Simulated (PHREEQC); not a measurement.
A solution holds 0.0027 mol/kgw NiSO4, 0.00019 mol/kgw Cu(BF4)2 and 0.00015 mol/kgw Na2SO4, at 49 °C. Closed to the air; pH follows from the charge balance.

The numbers come from PHREEQC with the ion-association model, wateq4f.dat.

The ionic strength comes out as 0.00996 mol/kgw. What activity coefficients do Cu+2, Na+, NiF+, H+, BF2(OH)2- get?

Cu+2 0.66, Na+ 0.90, NiF+ 0.90, H+ 0.91, BF2(OH)2- 0.89.

This is a speciation only: nothing precipitates in the calculation. Away from 25 °C the constants follow the database's enthalpies or fits; those with neither stay at their 25 °C values. Real BF4- forms and hydrolyses slowly; the run takes it at equilibrium.
